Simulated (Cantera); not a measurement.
## Thermodynamics of roasting and sulfation, feed Fe2O3 + SO3 + N2

Input: 1 mol Fe2O3, 0.65 mol SO3, 34 mol N2, held at 1 atm.

These are equilibrium values from Cantera (NASA tables, ideal gas, pure condensed phases), not measurements of a reactor. Candidate condensed phases: Fe, FeO, FeS, FeSO4, FeS2, Fe2O3, Fe2(SO4)3, Fe3O4, S; 19 gas species. The numbers say what is thermodynamically allowed, not how fast it happens.

| T (K) | log p N2 | log p SO2 | log p O2 | log p SO3 | log p NO | log p NO2 | n Fe2O3(s) | n Fe2(SO4)3(s) |
|---|---|---|---|---|---|---|---|---|
| 673 | 0.01 | -5.23 | -5.53 | -5.24 | -9.20 | -11.41 | 0.783 | 0.217 |
| 773 | 0.01 | -3.31 | -3.61 | -3.35 | -7.32 | -9.16 | 0.794 | 0.206 |
| 873 | 0.00 | -1.96 | -2.26 | -2.10 | -5.94 | -7.56 | 1.00 | 0 |
| 973 | -0.01 | -1.81 | -2.11 | -2.47 | -5.31 | -7.21 | 1.00 | 0 |
| 1073 | -0.01 | -1.76 | -2.06 | -2.88 | -4.82 | -6.98 | 1.00 | 0 |
| 1173 | -0.01 | -1.74 | -2.04 | -3.25 | -4.43 | -6.83 | 1.00 | 0 |
| 1273 | -0.01 | -1.73 | -2.03 | -3.58 | -4.11 | -6.70 | 1.00 | 0 |
log p: log10 of the partial pressure in bar; n: condensed amount in mol.

From 673 K to 773 K the condensed part is Fe2O3(s) + Fe2(SO4)3(s). From 873 K to 1273 K the condensed part is Fe2O3(s).
